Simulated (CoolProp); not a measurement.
Values from CoolProp's reference Helmholtz-energy equation of state, Rui 2013.

### Question
Give the vapour pressure (MPa), liquid density (kg/m³), vapour density (kg/m³) of saturated R236EA at 319.6, 382.9 K.

### Answer
```json
[
 {"T (K)": "319.6", "p (MPa)": "0.410", "liquid density (kg/m³)": "1350", "vapour density (kg/m³)": "26.6"},
 {"T (K)": "382.9", "p (MPa)": "1.93", "liquid density (kg/m³)": "1070", "vapour density (kg/m³)": "143"}
]
```
